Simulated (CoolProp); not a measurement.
A closed Brayton cycle with carbon dioxide: compressor inlet 307.15 K and 8.1 MPa, high pressure 24.1 MPa, turbine inlet 645 K, compressor efficiency 0.8, turbine efficiency 0.85, recuperator effectiveness 0.9 (on enthalpy, no pinch check). Each further row changes one setting.

The numbers come from the reference Helmholtz-energy equation of state, Span 1996 in CoolProp.

```json
[
 {"case": "as stated", "thermal efficiency (%)": "26.9", "net work (kJ/kg)": "69.2", "compressor to turbine work": "0.30", "compressor exit (K)": "345.1", "turbine exit (K)": "536.8"},
 {"case": "turbine inlet 595 K", "thermal efficiency (%)": "24.4", "net work (kJ/kg)": "58.8", "compressor to turbine work": "0.34", "compressor exit (K)": "345.1", "turbine exit (K)": "490.5"},
 {"case": "compressor inlet 317.15 K", "thermal efficiency (%)": "22.3", "net work (kJ/kg)": "45.0", "compressor to turbine work": "0.55", "compressor exit (K)": "403.4", "turbine exit (K)": "536.8"},
 {"case": "high pressure 20.5 MPa", "thermal efficiency (%)": "25.8", "net work (kJ/kg)": "62.5", "compressor to turbine work": "0.27", "compressor exit (K)": "338.7", "turbine exit (K)": "552.6"},
 {"case": "recuperator effectiveness 0.5", "thermal efficiency (%)": "19.8", "net work (kJ/kg)": "69.2", "compressor to turbine work": "0.30", "compressor exit (K)": "345.1", "turbine exit (K)": "536.8"}
]
```
